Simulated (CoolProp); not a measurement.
R410A at 298.15 K and 2.52 MPa flows at 5.2 m/s in a round tube of 4.6 mm bore and 15 µm roughness, fully developed (64/Re and Nu = 3.66 if laminar; Colebrook and Gnielinski if turbulent). Each further row changes one setting.

Values from CoolProp's reference Helmholtz-energy equation of state, Lemmon 2003. It is a pseudo-pure fit of the blend.

| case | Reynolds number | Darcy friction factor | pressure drop (Pa/m) | heat-transfer coefficient (W/(m² K)) | mass flow (kg/h) |
|---|---|---|---|---|---|
| as stated | 209000 | 0.0274 | 85900 | 20500 | 332 |
| velocity 10.4 m/s | 419000 | 0.0271 | 340000 | 40600 | 664 |
| diameter 9.2 mm | 419000 | 0.0227 | 35600 | 17600 | 1330 |

Viscosity comes from a separate model (Geller 2000). Thermal conductivity comes from a separate model (Geller 2001).
